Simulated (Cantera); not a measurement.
**Moist CO burnout**

An isothermal, constant-pressure homogeneous reactor starts with 0.463 % CO, 2.99 % O2, 0.135 % H2O, 96.4 % N2, equivalence ratio 0.077, at 1300 K and 660000 Pa.

Model: GRI-Mech 3.0 (53 species, 325 reactions), integrated in Cantera.

```csv
t (s),x CO,x O2,x H2O,x HO2,x NO2,x O,x OH
0.000300,0.00463,0.0299,0.00135,4.38e-8,<1e-12,1.01e-7,1.75e-8
0.000842,0.00462,0.0299,0.00135,1.59e-6,<1e-12,3.03e-6,6.93e-7
0.00236,0.00389,0.0295,0.00134,5.24e-6,5.07e-10,2.49e-5,7.27e-6
0.00662,0.00217,0.0287,0.00134,3.84e-6,7.27e-9,1.53e-5,6.16e-6
0.0186,0.000643,0.0279,0.00135,1.84e-6,3.23e-8,5.41e-6,4.37e-6
0.0521,7.40e-5,0.0277,0.00135,3.65e-7,5.26e-8,8.98e-7,2.66e-6
0.146,3.03e-6,0.0276,0.00135,2.36e-8,2.06e-8,1.03e-7,1.27e-6
0.410,4.78e-8,0.0276,0.00135,2.71e-9,6.12e-9,2.17e-8,6.26e-7
1.15,1.74e-9,0.0276,0.00135,1.53e-9,4.20e-9,1.16e-8,4.61e-7
3.23,1.67e-9,0.0276,0.00135,1.53e-9,4.19e-9,1.15e-8,4.60e-7
9.06,1.67e-9,0.0276,0.00135,1.53e-9,4.20e-9,1.15e-8,4.60e-7
25.4,1.67e-9,0.0276,0.00135,1.53e-9,4.23e-9,1.15e-8,4.60e-7
71.3,1.67e-9,0.0276,0.00135,1.53e-9,4.32e-9,1.15e-8,4.60e-7
200,1.67e-9,0.0276,0.00135,1.53e-9,4.56e-9,1.15e-8,4.60e-7
```
x: mole fraction; the columns are a selection and need not sum to one.

Equilibrium at this temperature and pressure: CO 1.67e-9, O2 0.0276, H2O 0.00135, HO2 1.52e-9, NO2 1.61e-6, O 1.15e-8, OH 4.60e-7 (gas phase only).
